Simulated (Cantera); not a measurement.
**Adiabatic ignition**

An adiabatic, constant-pressure homogeneous reactor starts with CH4 : O2 : N2 = 1 : 3.77 : 19 (molar parts), equivalence ratio 0.53, at 1700 K and 200000 Pa.

Computed with Cantera and GRI-Mech 3.0 (53 species, 325 reactions).

```json
[
 {"t (s)": "2.00e-6", "T (K)": "1700", "x CH4": "0.0421", "x O2": "0.159", "x H2": "7.00e-7", "x NO": "<1e-12", "x H2O2": "6.72e-9", "x HO2": "8.79e-7"},
 {"t (s)": "7.52e-6", "T (K)": "1700", "x CH4": "0.0420", "x O2": "0.159", "x H2": "3.15e-6", "x NO": "<1e-12", "x H2O2": "3.25e-8", "x HO2": "3.12e-6"},
 {"t (s)": "2.83e-5", "T (K)": "1700", "x CH4": "0.0419", "x O2": "0.159", "x H2": "1.99e-5", "x NO": "4.67e-12", "x H2O2": "1.14e-7", "x HO2": "9.47e-6"},
 {"t (s)": "0.000106", "T (K)": "1725", "x CH4": "0.0354", "x O2": "0.154", "x H2": "0.00178", "x NO": "4.84e-10", "x H2O2": "2.87e-6", "x HO2": "0.000122"},
 {"t (s)": "0.000399", "T (K)": "2479", "x CH4": "<1e-12", "x O2": "0.0730", "x H2": "0.00131", "x NO": "0.000400", "x H2O2": "1.92e-7", "x HO2": "6.40e-6"},
 {"t (s)": "0.00150", "T (K)": "2487", "x CH4": "<1e-12", "x O2": "0.0724", "x H2": "0.00116", "x NO": "0.00161", "x H2O2": "2.04e-7", "x HO2": "6.54e-6"},
 {"t (s)": "0.00565", "T (K)": "2481", "x CH4": "<1e-12", "x O2": "0.0706", "x H2": "0.00114", "x NO": "0.00527", "x H2O2": "1.99e-7", "x HO2": "6.32e-6"},
 {"t (s)": "0.0212", "T (K)": "2471", "x CH4": "<1e-12", "x O2": "0.0679", "x H2": "0.00111", "x NO": "0.0110", "x H2O2": "1.92e-7", "x HO2": "5.99e-6"},
 {"t (s)": "0.0798", "T (K)": "2469", "x CH4": "<1e-12", "x O2": "0.0672", "x H2": "0.00110", "x NO": "0.0124", "x H2O2": "1.90e-7", "x HO2": "5.91e-6"},
 {"t (s)": "0.300", "T (K)": "2469", "x CH4": "<1e-12", "x O2": "0.0672", "x H2": "0.00110", "x NO": "0.0124", "x H2O2": "1.90e-7", "x HO2": "5.91e-6"}
]
```
x: mole fraction; the columns are a selection and need not sum to one.

```yaml
time_of_steepest_temperature_rise: 0.133 ms
temperature at 0.300 s: 2469 K
equilibrium_temperature: 2469 K
x(CH4) at 0.300 s: <1e-12 (gas-phase equilibrium <1e-12)
x(O2) at 0.300 s: 0.0672 (gas-phase equilibrium 0.0672)
x(H2) at 0.300 s: 0.00110 (gas-phase equilibrium 0.00110)
```
